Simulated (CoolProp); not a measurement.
A simple Rankine cycle with R142b: condensing at 326.15 K, boiler at 3.41 MPa, turbine inlet 440.4 K, turbine efficiency 0.8, pump efficiency 0.7, no recuperator. Each further row changes one setting.

Model: reference Helmholtz-energy equation of state, Lemmon 2006, in CoolProp. It is a short technical equation, of lower accuracy than the large ones.

| case | thermal efficiency (%) | net work (kJ/kg) | heat in (kJ/kg) | turbine exit temperature (K) | volume ratio over the turbine |
|---|---|---|---|---|---|
| as stated | 11.3 | (withheld) | 267 | 380.0 | 5.02 |
| turbine inlet 460.4 K | (withheld) | (withheld) | 293 | 402.3 | (withheld) |
| condensing temperature 318.15 K | (withheld) | (withheld) | 278 | 373.6 | 6.16 |
| boiler pressure 2.39 MPa | 9.3 | 26.1 | 281 | 397.9 | 3.31 |
| turbine efficiency 0.7 | 9.7 | 26.0 | 267 | (withheld) | 5.09 |

**Question.** Complete the blanks.

**Answer.** 
- as stated, net work (kJ/kg): 30.2
- turbine inlet 460.4 K, thermal efficiency (%): 11.4
- turbine inlet 460.4 K, net work (kJ/kg): 33.4
- turbine inlet 460.4 K, volume ratio over the turbine: 4.84
- condensing temperature 318.15 K, thermal efficiency (%): 12.5
- condensing temperature 318.15 K, net work (kJ/kg): 34.8
- turbine efficiency 0.7, turbine exit temperature (K): 384.1
